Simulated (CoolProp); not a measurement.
Saturation properties of R141b.

Model: reference Helmholtz-energy equation of state, Lemmon 2006, in CoolProp. It is a short technical equation, of lower accuracy than the large ones.

```csv
T (°C),p (MPa),liquid density (kg/m³),vapour density (kg/m³),enthalpy of vaporisation (kJ/kg),liquid conductivity (mW/(m K))
47.95,0.1716,1188,___,214.8,84.5
51.95,0.1941,1180,8.938,212.8,83.5
55.95,0.2188,1172,10.01,210.7,82.4
59.95,0.2459,1163,11.17,208.6,81.4
64.05,0.2761,1155,12.47,206.4,80.3
68.05,0.3083,1146,13.85,204.2,79.3
72.05,0.3433,1137,15.35,201.9,78.2
76.05,0.3812,1128,16.96,199.6,77.2
80.05,0.4221,1119,___,197.3,76.2
84.15,0.4674,1110,20.65,194.8,75.2
88.15,0.5150,1101,22.68,192.4,74.3
92.15,___,1091,24.88,189.9,73.3
96.15,0.6209,1082,27.24,187.3,72.4
100.15,0.6796,1072,29.78,184.7,71.4
```

Q: What belongs in the gaps?

A: 
- 47.95, vapour density (kg/m³): 7.960
- 80.05, vapour density (kg/m³): 18.71
- 92.15, p (MPa): 0.5661

It boils at 32.0 °C under 1 atm.

Thermal conductivity comes from a separate model (Huber 2003), an estimate that may be off by 10 % or more.
